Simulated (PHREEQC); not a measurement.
Dissolve 0.003 mol KHCO3 and 0.00019 mol NH3 per kg of water at 25 °C. Closed to the air; pH follows from the charge balance.

Model: ion-association model, phreeqc.dat, run in PHREEQC.

No solid was allowed to form.

### Question
Predict the pH.

### Answer
pH 8.91.

### Question
In which forms is C present?

### Answer
HCO3- 95 %, CO3-2 4.4 % of the C.
